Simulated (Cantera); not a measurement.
An isothermal, constant-pressure homogeneous reactor starts with NH₃ : H₂ = 1 : 0.1 (molar parts), at 1823 K and 0.0230 bar. Integrator tolerance rtol = 1e-08.

Cantera simulation using the gas-phase N/H chemistry of the illustrative SiF4/NH3 mechanism in the Surface Chemkin manual (1991); the numbers are that mechanism's predictions, not measurements. Walls and surfaces, which speed up NH3 decomposition in real reactors, are not modelled.

Question: What does this change do: H2 0.1 to 0.29 parts?

Answer: 
```json
[
 {"quantity": "x(NH₃) at 2.00 s", "before": "0.568 (gas-phase equilibrium 2.05e-7)", "after": "0.502 (gas-phase equilibrium 2.04e-7)"},
 {"quantity": "x(H₂) at 2.00 s", "before": "0.342 (gas-phase equilibrium 0.760)", "after": "0.421 (gas-phase equilibrium 0.779)"},
 {"quantity": "x(N₂) at 2.00 s", "before": "0.0892 (gas-phase equilibrium 0.238)", "after": "0.0767 (gas-phase equilibrium 0.218)"},
 {"quantity": "x(N₂H₂) at 2.00 s", "before": "3.05e-6 (gas-phase equilibrium <1e-12)", "after": "2.49e-6 (gas-phase equilibrium <1e-12)"},
 {"quantity": "x(NH) at 2.00 s", "before": "5.70e-6 (gas-phase equilibrium 2.77e-10)", "after": "5.51e-6 (gas-phase equilibrium 2.68e-10)"},
 {"quantity": "x(N₂H₄) at 2.00 s", "before": "1.11e-8 (gas-phase equilibrium <1e-12)", "after": "9.25e-9 (gas-phase equilibrium <1e-12)"},
 {"quantity": "x(N) at 2.00 s", "before": "2.79e-7 (gas-phase equilibrium 1.75e-10)", "after": "2.89e-7 (gas-phase equilibrium 1.68e-10)"}
]
```
